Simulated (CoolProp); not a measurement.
A Linde-Hampson liquefier for dry air: isothermal reversible compression at 280 K from 1 atm to 30 MPa, throttling to 1 atm, return gas leaving the recuperator 5 K below the feed. Each further row changes one setting.

The numbers come from the reference Helmholtz-energy equation of state, Lemmon 2000 in CoolProp. It is a pseudo-pure fit of the blend.

```tsv
case	liquid yield per pass	compression work (kJ/kg of gas)
as stated	…	455
high pressure 60 MPa	…	525
warm-end temperature 310 K	…	…
warm-end gap 10 K	…	455
```

Problem. Some entries are withheld; supply them.

Solution. 
- as stated, liquid yield per pass: 0.110
- high pressure 60 MPa, liquid yield per pass: 0.109
- warm-end temperature 310 K, liquid yield per pass: 0.079
- warm-end temperature 310 K, compression work (kJ/kg of gas): 509
- warm-end gap 10 K, liquid yield per pass: 0.099
